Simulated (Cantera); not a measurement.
Input: 1 mol Pb, 0.46 mol N₂, held at 602 °C and 133 Pa.

Cantera equilibrium calculation (NASA polynomials, part measured and part estimated; ideal gas, pure solids and liquids). Candidate condensed phases: Pb; 4 gas species. Rates play no part.

Base state: N₂ 0.999, Pb 0.000506 (mole fractions); condensed: Pb(l).

Task: What changes in the equilibrium state with this change: 0.032 mol Cl₂ added?

Result: 
```json
[
 {"species": "N₂", "before": "0.999", "after": "0.931"},
 {"species": "PbCl₂", "before": "0", "after": "0.0523"},
 {"species": "PbCl", "before": "0", "after": "0.0126"},
 {"species": "PbCl₄", "before": "0", "after": "0.00308"},
 {"species": "Pb", "before": "0.000506", "after": "0.000506"},
 {"species": "Pb(l), mol", "before": "1.000", "after": "0.966"}
]
```
The tables' values for PbCl₄ are old estimates; treat these amounts as uncertain. Further candidate phases: PbCl₂.
